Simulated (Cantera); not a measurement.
Charge: 1 mol Ta₂O₅, 4.2 mol CO, equilibrated at 1027 °C.

These are equilibrium values from Cantera (NASA tables, ideal gas, pure condensed phases), not measurements of a reactor. Candidate condensed phases: C, Ta, TaC, Ta₂O₅; 15 gas species. Mutual solubility and eutectic melting of coexisting phases are not modelled. TaC: taken at fixed stoichiometry. Condensed phases not in the tables: Ta₂C. Equilibrium is a limit: real reactors are often held back by kinetics, nucleation or transport.

log p: log10 of the partial pressure in bar; n: condensed amount in mol.

| P (Pa) | log p CO | log p CO₂ | n Ta₂O₅(s) | n TaC(s) | n C(graphite) |
|---|---|---|---|---|---|
| 10 | -4.00 | -7.82 | 1.000 | ___ | 0 |
| 42 | -3.38 | -7.01 | 1.000 | ___ | 0 |
| 180 | -2.74 | -6.20 | 1.000 | ___ | 0 |
| 750 | -2.13 | -5.41 | 1.000 | ___ | 0 |
| 3200 | -1.50 | -4.60 | 1.000 | ___ | 0 |
| 13000 | -0.89 | -3.81 | 0.999 | ___ | 0 |
| 56000 | -0.25 | -2.79 | 1.00 | 0 | 0.0121 |
| 240000 | 0.37 | -1.54 | 1.00 | 0 | 0.0503 |
| 1000000 | 0.98 | -0.33 | 1.00 | 0 | 0.188 |

### Question
Some entries are withheld; supply them.

### Answer

- 10, n TaC(s): 0
- 42, n TaC(s): 0.000276
- 180, n TaC(s): 0.000418
- 750, n TaC(s): 0.000629
- 3200, n TaC(s): 0.000951
- 13000, n TaC(s): 0.00142
